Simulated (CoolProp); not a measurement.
Values from CoolProp's reference Helmholtz-energy equation of state, Span 2000.

### Question
For nitrogen, give the phase and the isothermal compressibility (1/MPa), conductivity (mW/(m K)) at 103.5 K and 0.243 MPa; 103.5 K and 0.606 MPa; 103.5 K and 1.7 MPa.

### Answer
- 103.5 K and 0.243 MPa: gas; isothermal compressibility 4.31, conductivity 9.88
- 103.5 K and 0.606 MPa: gas; isothermal compressibility 1.90, conductivity 10.5
- 103.5 K and 1.7 MPa: liquid; isothermal compressibility 0.0108, conductivity 94.9

Thermal conductivity comes from a separate model (Lemmon 2004).
